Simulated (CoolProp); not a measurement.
R507A along the isotherm 103.15 °C: Z from the reference equation and from simpler models built on Tc = 70.6 °C, pc = 3.705 MPa, ω = 0.286; each cubic takes its own stable root.

The numbers come from the reference Helmholtz-energy equation of state, Lemmon 2003 in CoolProp. It is a pseudo-pure fit of the blend.

| p (MPa) | phase | reference |
|---|---|---|
| 0.347 | gas | 0.9750 |
| 0.695 | gas | 0.9493 |
| 1.04 | gas | 0.9231 |
| 1.39 | gas | 0.8958 |
| 1.74 | gas | 0.8677 |
| 2.08 | gas | 0.8395 |
| 2.43 | gas | 0.8094 |
| 2.78 | gas | 0.7783 |
| 3.13 | gas | 0.7460 |
| 3.47 | gas | 0.7132 |
| 3.82 | supercritical | 0.6781 |
| 4.17 | supercritical | 0.6413 |
| 4.52 | supercritical | 0.6030 |
| 4.86 | supercritical | 0.5644 |
| 5.21 | supercritical | 0.5240 |
| 5.56 | supercritical | 0.4846 |

Task: How far does each simpler model (van der Waals, Redlich-Kwong) lie from the reference over these 16 states: mean and median of the absolute difference, and the worst?

Result: 
- van der Waals: mean 3.0 %, median 1.0 %, worst -12.2 % at 103.15 °C and 5.21 MPa
- Redlich-Kwong: mean 1.0 %, median 0.3 %, worst -3.8 % at 103.15 °C and 5.21 MPa
